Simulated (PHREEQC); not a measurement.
A made-up water analysis in mg/kgw, 21 °C, pH 6.55, pe -1.9: Na 0.57; K 0.0168; Ca 0.574; Mg 0.0804; Cl 1.29; S(6) as SO4 0.156; Alkalinity as HCO3 1.26; Si as SiO2 0.0353; F 0.000358; Fe(2) 0.00297.

Valence states are taken as typed.

The numbers come from PHREEQC with the ion-association model, phreeqc.dat.

```json
[
 {"quantity": "CaSO4 (mol/kgw)", "before": "3.68e-9", "after": "5.40e-8"},
 {"quantity": "CaHCO3+ (mol/kgw)", "before": "3.43e-9", "after": "5.22e-8"},
 {"quantity": "MgSO4 (mol/kgw)", "before": "1.04e-9", "after": "1.53e-8"},
 {"quantity": "SI of Quartz (SiO2)", "before": "-2.19", "after": "-1.59"}
]
```

Which change was made?
A. Alkalinity from 1.26 to 3.78 mg/kgw
B. all concentrations times 4 at the same typed pH
C. K from 0.0168 to 0.0504 mg/kgw

B, all concentrations times 4 at the same typed pH

This is a speciation only: nothing precipitates in the calculation. SiF6-2 is the database's only silicon fluoride. Fluoro complexes past AlF4- and FeF3 are missing from the database.
